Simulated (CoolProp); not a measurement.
Vapour-liquid equilibrium of carbon dioxide (1) + propane (2) at 269.5 K; x and y are mole fractions of (1).

The numbers come from the multi-fluid Helmholtz-energy mixture model, Span 1996 and Lemmon 2009; pair parameters Kunz 2012 in CoolProp.

### Question
Give the bubble pressure and the first vapour's composition at x = 0.05, 0.5, 0.875. Is there an azeotrope?

### Answer
x = 0.05: 6.431 bar, y = 0.340; x = 0.5: 22.19 bar, y = 0.837; x = 0.875: 29.25 bar, y = 0.938. No azeotrope shows between x = 0.05 and 0.95.

Pair parameters are fitted to limited data, so mixtures are less certain than the pure fluids.
